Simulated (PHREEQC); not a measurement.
Model water analysis in mg/L, 25 °C, pH 7.13, pe 13:

| constituent | mg/L |
|---|---|
| Na | 119 |
| K | 32.8 |
| Ca | 67.1 |
| Mg | 160 |
| Cl | 186 |
| S(6) as SO4 | 370 |
| Alkalinity as HCO3 | 166 |
| Zn | 4.65 |

Valence states are taken as typed.

The numbers come from PHREEQC with the ion-association model, phreeqc.dat.

```json
{
 "ionic_strength": "0.0261 mol/kgw",
 "specific_conductance": "1700 µS/cm",
 "charge_balance_error": "21.2 %"
}
```

| species | molality | activity | log γ |
|---|---|---|---|
| Mg+2 | 0.00547 | 0.00308 | -0.250 |
| Cl- | 0.00525 | 0.00448 | -0.069 |
| Na+ | 0.00514 | 0.00442 | -0.066 |
| SO4-2 | 0.00259 | 0.00142 | -0.261 |
| HCO3- | 0.00256 | 0.00221 | -0.064 |
| Ca+2 | 0.00145 | 0.000802 | -0.256 |
| MgSO4 | 0.00102 | 0.00102 | 0.003 |

No solid was allowed to form. The database's zinc carbonate complexes are estimates, stronger than later reviews accept.
